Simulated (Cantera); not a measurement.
Input: 1 mol SiH2Cl2, 0.22 mol NH3, 0.18 mol H2, held at 1750 K and 0.300 Torr.

Method: chemical equilibrium by Gibbs-energy minimisation in Cantera with the NASA 1993 tables (ideal gas, pure condensed phases). Candidate condensed phases: NH4Cl, Si, Si3N4; 28 gas species. The tables' values for SiCl, SiCl3 are old estimates; treat these amounts as uncertain. Equilibrium is a limit: real reactors are often held back by kinetics, nucleation or transport.

Base state: H2 0.468, SiCl2 0.275, HCl 0.197, N2 0.0416, H 0.00796, Si 0.00375, Cl 0.00258, SiCl 0.00254 (mole fractions); condensed: Si(l).

What changes in the equilibrium state with this change: temperature from 1750 K to 1023.15 K?


| species | before | after |
|---|---|---|
| H2 | 0.468 | 0.668 |
| SiCl4 | 6.50e-6 | 0.183 |
| HCl | 0.197 | 0.0984 |
| SiCl2 | 0.275 | 0.0258 |
| N2 | 0.0416 | 1.13e-7 |
| SiHCl3 | 3.42e-6 | 0.0105 |
| SiCl3 | 0.00100 | 0.0149 |
| Si | 0.00375 | <1e-9 |
| SiCl | 0.00254 | 1.01e-9 |
| Cl | 0.00258 | 2.31e-8 |
| Si(l), mol | 0.252 | 0 |
| Si(s), mol | 0 | 0.346 |
| Si3N4(s), mol | 0 | 0.0550 |
Mutual solubility and eutectic melting of coexisting phases are not modelled. The tables' values for SiCl3 are old estimates; treat these amounts as uncertain.

What changes in the equilibrium state with this change: temperature from 1750 K to 1873.15 K?


```json
[
 {"species": "H2", "before": "0.468", "after": "0.441"},
 {"species": "SiCl2", "before": "0.275", "after": "0.257"},
 {"species": "HCl", "before": "0.197", "after": "0.201"},
 {"species": "Si", "before": "0.00375", "after": "0.0221"},
 {"species": "H", "before": "0.00796", "after": "0.0215"},
 {"species": "N2", "before": "0.0416", "after": "0.0402"},
 {"species": "Si2", "before": "1.94e-5", "after": "0.000165"},
 {"species": "Si3", "before": "4.75e-6", "after": "3.77e-5"},
 {"species": "SiN", "before": "7.89e-6", "after": "3.19e-5"},
 {"species": "SiH", "before": "6.79e-5", "after": "0.000273"},
 {"species": "Si(l), mol", "before": "0.252", "after": "0.213"}
]
```
The tables' values for SiCl, SiCl3, SiN are old estimates; treat these amounts as uncertain. Gases not in the tables: Si2H6 and higher silanes.
